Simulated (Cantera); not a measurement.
A perfectly stirred reactor is fed with H₂ : O₂ : N₂ = 1.7 : 1 : 18 (molar parts), equivalence ratio 0.85, at 0.133 bar; it is held at 1398 K, and followed from long to short residence time.

Cantera simulation using GRI-Mech 3.0 (53 species, 325 reactions); the numbers are that mechanism's predictions, not measurements. The temperature is held fixed by assumption; the heat of reaction is taken as removed at once.

x: mole fraction; the columns are a selection and need not sum to one.

```
τ (s)       x H₂     x O₂    x HO₂     x NO     x NO₂       x O    x N₂O
------  --------  -------  -------  -------  --------  --------  -------
17      0.000204  0.00758      ___  2.30e-6  4.19e-10   3.63e-5  4.55e-8
6.5     0.000380  0.00764      ___  2.20e-6  2.60e-10   6.85e-5  3.61e-8
2.5     0.000694  0.00776      ___  2.53e-6  1.88e-10  0.000128  2.80e-8
0.96     0.00124  0.00800      ___  3.45e-6  1.62e-10  0.000238  2.17e-8
0.37     0.00212  0.00844      ___  5.04e-6  1.58e-10  0.000435  1.71e-8
0.14     0.00346  0.00918      ___  7.34e-6  1.65e-10  0.000792  1.39e-8
0.055    0.00519   0.0103      ___  9.83e-6  1.74e-10   0.00138  1.19e-8
0.021    0.00731   0.0118      ___  1.18e-5  1.76e-10   0.00234  1.06e-8
0.0081   0.00953   0.0137      ___  1.21e-5  1.60e-10   0.00373  9.67e-9
0.0031    0.0116   0.0157  9.87e-7  9.76e-6  1.21e-10   0.00538  9.03e-9
0.0012    0.0139   0.0176      ___  5.93e-6  7.01e-11   0.00672  8.41e-9
```

Problem. Some entries are withheld; supply them.

Solution. 
- 17, x HO₂: 1.91e-7
- 6.5, x HO₂: 2.78e-7
- 2.5, x HO₂: 3.71e-7
- 0.96, x HO₂: 4.58e-7
- 0.37, x HO₂: 5.36e-7
- 0.14, x HO₂: 6.16e-7
- 0.055, x HO₂: 6.99e-7
- 0.021, x HO₂: 7.96e-7
- 0.0081, x HO₂: 8.96e-7
- 0.0012, x HO₂: 1.07e-6
